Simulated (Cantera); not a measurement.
Feed: 1 mol borazine, 0.17 mol H2O, 21 mol H2, held at 133 Pa.

Equilibrium computed with Cantera from the NASA thermochemical tables; the gas is ideal and each condensed phase is pure. Candidate condensed phases: B, BN, B2O3, B3O3H3, H2O; 39 gas species. The feed counts by its element totals alone. Mutual solubility and eutectic melting of coexisting phases are not modelled. Equilibrium is a limit: real reactors are often held back by kinetics, nucleation or transport.

### Question
Which condensed phases are stable at each of these points (T (K)): 1800, 1850, 1900, 1950, 2000, 2050, 2100, 2150, 2200, 2250, 2300, 2350, 2400?

### Answer
```
T (K)  condensed phases  B condensed (%)
-----  ----------------  ---------------
1800              BN(s)             94.2
1850       B(s) + BN(s)             94.2
1900       B(s) + BN(s)             94.1
1950       B(s) + BN(s)             94.0
2000               B(s)             93.8
2050               B(s)             93.6
2100               B(s)             93.2
2150               B(s)             92.5
2200               B(s)             91.3
2250               B(s)             89.1
2300               B(s)             85.1
2350               B(l)             77.9
2400               B(l)             66.3
```

At 1800 K the condensed part is BN(s). From 1850 K to 1950 K the condensed part is B(s) + BN(s). From 2000 K to 2300 K the condensed part is B(s). From 2350 K to 2400 K the condensed part is B(l).
